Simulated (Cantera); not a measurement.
Cantera run, input and output.

```python
import numpy as np
import cantera as ct

gas = ct.Solution("gri30.yaml")
gas.TPX = 1073, 1000000, {'CH4': 1, 'O2': 1.11, 'N2': 4.18, 'CO2': 0.48}
reactor = ct.IdealGasReactor(gas, energy="on", clone=False)
net = ct.ReactorNet([reactor])
net.rtol, net.atol = 1e-08, 1e-16
show = ['CH4', 'O2', 'NO', 'HCN', 'H']
times = np.geomspace(7e-06, 8, 13)

steps = ct.SolutionArray(gas, extra=["t"])
rows = []
print(f"{'t/s':>10s}{'T/K':>9s}{'P/Pa':>11s}" + "".join(f"{s:>11s}" for s in show))
for t in times:
    while net.time < t:
        t_next = net.step()
        steps.append(gas.state, t=t_next)
    rows.append([np.interp(t, steps.t, y) for y in (steps.T, steps.P, *steps(*show).X.T)])
    print(f"{t:10.3e}{rows[-1][0]:9.1f}{rows[-1][1]:11.4g}" + "".join(f"{x:11.3e}" for x in rows[-1][2:]))
rate = np.gradient(steps.T, steps.t)
print("integrator steps:", len(steps.t))
if steps.T.max() > steps.T[0] + 200:
    print(f"time of steepest temperature rise: {steps.t[rate.argmax()]:.4e} s")
gas.TPX = 1073, 1000000, {'CH4': 1, 'O2': 1.11, 'N2': 4.18, 'CO2': 0.48}
gas.equilibrate("UV")
print(f"equilibrium (UV): T = {gas.T:.1f} K  " + "  ".join(f"{s} {gas[s].X[0]:.3e}" for s in show))
```

It prints:

```
       t/s      T/K       P/Pa        CH4         O2         NO        HCN          H
 7.000e-06   1073.0      1e+06  1.477e-01  1.640e-01  4.731e-24  2.187e-27  1.419e-13
 2.238e-05   1073.0      1e+06  1.477e-01  1.640e-01  4.944e-23  2.287e-26  4.270e-13
 7.158e-05   1073.0      1e+06  1.477e-01  1.640e-01  5.445e-22  2.542e-25  1.704e-12
 2.289e-04   1073.0      1e+06  1.477e-01  1.640e-01  7.117e-21  3.466e-24  9.843e-12
 7.319e-04   1073.0      1e+06  1.477e-01  1.640e-01  1.325e-19  7.471e-23  5.642e-11
 2.340e-03   1073.1      1e+06  1.477e-01  1.639e-01  1.284e-18  8.093e-22  1.006e-10
 7.483e-03   1073.6  1.001e+06  1.476e-01  1.639e-01  7.996e-18  5.536e-21  2.294e-10
 2.393e-02   1079.3  1.006e+06  1.467e-01  1.632e-01  1.902e-16  2.621e-19  2.432e-09
 7.652e-02   2471.0  2.608e+06  1.354e-09  4.154e-06  8.107e-05  8.585e-07  1.282e-03
 2.447e-01   2471.0  2.608e+06  1.354e-09  4.154e-06  8.107e-05  8.585e-07  1.282e-03
 7.824e-01   2471.0  2.608e+06  1.354e-09  4.154e-06  8.107e-05  8.585e-07  1.282e-03
 2.502e+00   2471.0  2.608e+06  1.354e-09  4.154e-06  8.107e-05  8.585e-07  1.282e-03
 8.000e+00   2471.0  2.608e+06  1.354e-09  4.154e-06  8.107e-05  8.585e-07  1.282e-03
integrator steps: 2544
time of steepest temperature rise: 3.6379e-02 s
equilibrium (UV): T = 2471.0 K  CH4 1.496e-09  O2 4.154e-06  NO 8.107e-05  HCN 8.585e-07  H 1.282e-03
```

Cantera simulation using GRI-Mech 3.0 (53 species, 325 reactions); the numbers are that mechanism's predictions, not measurements.
